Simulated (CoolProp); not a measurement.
Vapour-liquid equilibrium of R125 (1) + n-butane (2) at 132 kPa; x and y are mole fractions of (1).

Values from CoolProp's multi-fluid Helmholtz-energy mixture model, Lemmon 2005 and Bücker 2006; pair parameters Bell 2016.

**Question.** Give the bubble temperature and the first vapour's composition at x = 0.5, 0.8, 0.95. Is there an azeotrope?

**Answer.** x = 0.5: 232.2 K, y = 0.898; x = 0.8: 231.6 K, y = 0.912; x = 0.95: 230.8 K, y = 0.962. No azeotrope shows between x = 0.05 and 0.95.

Pair parameters are fitted to limited data, so mixtures are less certain than the pure fluids. With so large a gap from Raoult's law the liquid may split in two, which this calculation doesn't test in full.
